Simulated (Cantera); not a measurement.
A closed system holds: 1 mol Fe₃O₄, 5.4 mol CH₄, 1.4 mol N₂, at 15000 Pa.

Equilibrium computed with Cantera from the NASA thermochemical tables; the gas is ideal and each condensed phase is pure. Candidate condensed phases: C, C₆H₆, C₇H₈, C₈H₁₈, Fe, Fe(CO)₅, FeO, Fe(OH)₂, Fe(OH)₃, Fe₂O₃, Fe₃O₄, H₂O; 140 gas species. Condensed phases not in the tables: cementite and carbon dissolved in iron. Kinetics and transport are ignored.

At 852 °C, list the 6 most abundant gas species with their mole fractions, and the condensed phases.

H₂ 0.664, CO 0.245, N₂ 0.0868, CH₄ 0.00191, H₂O 0.00157, CO₂ 0.000528. Condensed: C(graphite) + Fe(α).
